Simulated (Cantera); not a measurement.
**Low-pressure radical oxidation in H2/O2**

A perfectly stirred reactor is fed with 4.76 % H₂, 95.2 % O₂, at 0.00840 bar; it is held at 1275 K, and followed from long to short residence time.

Detailed kinetics in Cantera: GRI-Mech 3.0 (53 species, 325 reactions). Radical loss at walls, strong at low pressure, is not modelled. The temperature is held fixed by assumption; the heat of reaction is taken as removed at once.

```tsv
τ (s)	x H₂	x O₂	x H	x H₂O₂	x OH	x H₂O	x HO₂
1.8	0.000165	0.945	0.000376	3.47e-8	0.00169	0.0474	8.39e-7
1.0	0.000232	0.943	0.000635	3.85e-8	0.00201	0.0470	9.90e-7
0.58	0.000315	0.940	0.00101	4.16e-8	0.00234	0.0465	1.13e-6
0.32	0.000432	0.937	0.00160	4.45e-8	0.00272	0.0458	1.28e-6
0.18	0.000575	0.932	0.00237	4.69e-8	0.00310	0.0449	1.40e-6
0.10	0.000758	0.928	0.00331	4.89e-8	0.00347	0.0439	1.51e-6
0.056	0.000988	0.924	0.00430	5.10e-8	0.00382	0.0429	1.60e-6
0.031	0.00131	0.920	0.00524	5.39e-8	0.00416	0.0418	1.67e-6
0.018	0.00176	0.919	0.00600	5.80e-8	0.00448	0.0408	1.72e-6
0.0098	0.00255	0.918	0.00673	6.50e-8	0.00491	0.0393	1.78e-6
0.0055	0.00380	0.918	0.00730	7.46e-8	0.00539	0.0375	1.83e-6
```
x: mole fraction; the columns are a selection and need not sum to one.
